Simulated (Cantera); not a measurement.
borazine + H2O + N2 + HCl (boron, boron nitride and boron oxide)

A closed system holds: 1 mol borazine, 1.2 mol H2O, 4.7 mol N2, 1.8 mol HCl, held at 0.0100 bar.

Cantera equilibrium calculation (NASA polynomials, part measured and part estimated; ideal gas, pure solids and liquids). Candidate condensed phases: B, BN, B2O3, B3O3H3, H2O, NH4Cl; 49 gas species. The feed counts by its element totals alone. Mutual solubility and eutectic melting of coexisting phases are not modelled. The tables' values for BOCl, BCl are old estimates; treat these amounts as uncertain. Rates play no part.

From 1373 K to 1598 K the condensed part is BN(s) + B2O3(l). From 1623 K to 1648 K the condensed part is BN(s). The main B-bearing gas is HBO2 at 1373 K and B2O3 at 1648 K. The share of B in condensed phases is highest at 1373 K (99.1 %) and lowest at 1648 K (71.3 %).

| T (K) | x N2 | x H2 | x HCl | x B2O3 | x HBO | x HBO2 | n BN(s) | n B2O3(l) |
|---|---|---|---|---|---|---|---|---|
| 1373 | 0.459 | 0.377 | 0.162 | 0.000125 | 0.000269 | 0.00160 | 2.21 | 0.383 |
| 1398 | 0.458 | 0.376 | 0.162 | 0.000229 | 0.000422 | 0.00207 | 2.21 | 0.378 |
| 1423 | 0.458 | 0.376 | 0.161 | 0.000410 | 0.000651 | 0.00264 | 2.21 | 0.370 |
| 1448 | 0.458 | 0.375 | 0.161 | 0.000719 | 0.000989 | 0.00335 | 2.21 | 0.359 |
| 1473 | 0.457 | 0.374 | 0.161 | 0.00124 | 0.00148 | 0.00420 | 2.21 | 0.344 |
| 1498 | 0.456 | 0.372 | 0.160 | 0.00208 | 0.00218 | 0.00523 | 2.21 | 0.322 |
| 1523 | 0.455 | 0.371 | 0.159 | 0.00345 | 0.00317 | 0.00645 | 2.21 | 0.291 |
| 1548 | 0.453 | 0.368 | 0.157 | 0.00561 | 0.00455 | 0.00788 | 2.20 | 0.247 |
| 1573 | 0.451 | 0.364 | 0.155 | 0.00898 | 0.00644 | 0.00955 | 2.20 | 0.181 |
| 1598 | 0.447 | 0.359 | 0.153 | 0.0141 | 0.00900 | 0.0115 | 2.18 | 0.0862 |
| 1623 | 0.443 | 0.354 | 0.150 | 0.0188 | 0.0118 | 0.0123 | 2.16 | 0 |
| 1648 | 0.444 | 0.354 | 0.148 | 0.0182 | 0.0140 | 0.0109 | 2.14 | 0 |
x: gas mole fraction; n: condensed amount in mol.
